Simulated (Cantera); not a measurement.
Input: 1 mol CsCl, 3.8 mol HF, 4.1 mol H2, at 1925 K and 0.000990 bar.

Method: chemical equilibrium by Gibbs-energy minimisation in Cantera with the NASA 1993 tables (ideal gas, pure condensed phases). Candidate condensed phases: Cs, CsCl, CsF; 22 gas species. Rates play no part.

Base state: H2 0.442, HF 0.399, CsCl 0.0823, HCl 0.0276, CsF 0.0226, H 0.0202, Cs 0.00593, Cl 0.000950 (mole fractions); condensed: gas only.

**Question.** What changes in the equilibrium state with this change: temperature from 1925 K to 675 K?

**Answer.** 
```tsv
species	before	after
H2	0.442	0.519
HF	0.399	0.481
CsCl	0.0823	1.49e-5
H	0.0202	<1e-9
HCl	0.0276	9.54e-6
CsF	0.0226	8.59e-6
Cs	0.00593	<1e-9
Cl	0.000950	<1e-9
CsCl(s), mol	0	1.000
```
